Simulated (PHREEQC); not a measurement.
**Acid rinse or clean (model solution)**

Make-up at 20 °C: 0.00055 mol/kgw H2SO4, 0.017 mol/kgw NaCl and 0.00095 mol/kgw KCl. Closed to the air; pH follows from the charge balance.

The numbers come from PHREEQC with the ion-association model, phreeqc.dat.

This is a speciation only: nothing precipitates in the calculation.

Question: Predict the pH.

Answer: pH 3.02.

Question: In which forms is S present?

Answer: SO4-2 90 %, HSO4- 5.1 %, NaSO4- 4.4 % of the S.
